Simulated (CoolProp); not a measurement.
Vapour-liquid equilibrium of dimethyl ether (1) + n-perfluorobutane (2) at 53.15 °C; x and y are mole fractions of (1).

The numbers come from the multi-fluid Helmholtz-energy mixture model, Wu 2011 and Gao 2022; pair parameters Bell 2016 in CoolProp.

Task: Give the bubble pressure and the first vapour's composition at x = 0.05, 0.65, 0.95. Is there an azeotrope?

Result: x = 0.05: 727.9 kPa, y = 0.177; x = 0.65: 1444 kPa, y = 0.708; x = 0.95: 1337 kPa, y = 0.897. y crosses x between x = 0.65 and 0.8: the model has an azeotrope there.

The pair parameters rest on a limited set of measurements; away from them the model extrapolates. With so large a gap from Raoult's law the liquid may split in two, which this calculation doesn't test in full.
